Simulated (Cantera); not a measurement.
Standard-state values (1 bar) from the NASA 1993 polynomials, evaluated with Cantera. Values are per mole of reaction as written; species without (g) are pure solids or liquids, kept so even where they would boil at 1 bar. ZrN: taken at fixed stoichiometry.

Task: Between 300 and 1248 K, where is each reaction favourable under standard conditions?
- 3 N₂(g) + 2 ZrO₂ ⇌ 4 NO(g) + 2 ZrN

Result: 
- 3 N₂(g) + 2 ZrO₂ ⇌ 4 NO(g) + 2 ZrN: ΔG° is 1756 kJ at 300 K and 1529 kJ at 1248 K; it stays positive (K < 1). ΔH° is 1822 kJ and ΔS° 235 J/K at 1248 K.
